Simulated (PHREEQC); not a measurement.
Consider water at 25 °C with 0.0064 mol/kgw HF, 0.00031 mol/kgw H2SiF6, 0.0002 mol/kgw HBF4 and 0.0055 mol/kgw HNO3. Closed to the air; pH follows from the charge balance.

Model: ion-association model, wateq4f.dat, run in PHREEQC.

```
quantity                    before     after
------------------------  --------  --------
pH                            2.19      2.46
ionic strength (mol/kgw)   0.00726   0.00381
F- (mol/kgw)              0.000647  0.000593
H2F2 (mol/kgw)             8.42e-5   2.15e-5
H3BO3 (mol/kgw)            2.41e-5   5.14e-5
SI of Quartz (SiO2)          -1.72     -0.79
```

### Question
Name the change that produced these shifts.
A) diluted 100-fold with water
B) temperature from 25 to 80 °C
C) HBF4 from 0.0002 to 0.00022 mol/kgw
D) diluted 2-fold with water

### Answer
D, diluted 2-fold with water

This is a speciation only: nothing precipitates in the calculation. SiF6-2 is the database's only silicon fluoride. Real BF4- forms and hydrolyses slowly; the run takes it at equilibrium.
